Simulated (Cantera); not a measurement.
An isothermal, constant-pressure homogeneous reactor starts with CH4 : H2 = 1 : 2.4 (molar parts), at 2000 K and 1330 Pa.

Detailed kinetics in Cantera: GRI-Mech 3.0 (53 species, 325 reactions). GRI-Mech 3.0 stops at C3 and has no aromatics, soot or wall deposition, so with more carbon than oxygen in the feed, carbon stays in small species such as C2H2 where larger ones or solid carbon would form. Radical loss at walls, strong at low pressure, is not modelled.

x: mole fraction; the columns are a selection and need not sum to one.

```tsv
t (s)	x CH4	x H2	x H	x C2H	x C2H2
3.00e-6	0.294	0.706	9.32e-6	<1e-12	<1e-12
1.44e-5	0.294	0.706	2.49e-5	<1e-12	<1e-12
6.95e-5	0.294	0.706	7.39e-5	<1e-12	1.44e-9
0.000334	0.291	0.706	0.000311	1.25e-11	1.53e-6
0.00161	0.271	0.712	0.00156	___	0.00133
0.00775	0.110	0.808	0.00422	___	0.0632
0.0373	0.0187	0.868	0.00592	___	0.105
0.179	0.00130	0.876	0.0103	___	0.112
0.863	0.000108	0.874	0.0132	3.19e-5	0.113
4.16	5.57e-5	0.874	0.0133	3.20e-5	0.113
20.0	5.56e-5	0.874	0.0133	3.20e-5	0.113
```

### Question
Complete the blanks.

### Answer

- 0.00161, x C2H: 5.44e-8
- 0.00775, x C2H: 6.17e-6
- 0.0373, x C2H: 1.33e-5
- 0.179, x C2H: 2.48e-5
